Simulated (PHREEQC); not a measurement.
Dissolve 0.081 mol H3PO4 and 0.025 mol Na2SO4 per kg of water at 20 °C. Closed to the air; pH follows from the charge balance.

Equilibrium calculation in PHREEQC: ion-association model, wateq4f.dat.

Precipitation was switched off in this run.

Problem. Order these S species by the share of S that they hold, largest first: NaSO4-, HSO4-, SO4-2.

Solution. SO4-2 (55 %), HSO4- (40 %), NaSO4- (5.2 %)

The pH is 1.79 and the ionic strength 0.0819 mol/kgw. H3PO4, which wateq4f.dat lacks, is added to it with the constant of phreeqc.dat.
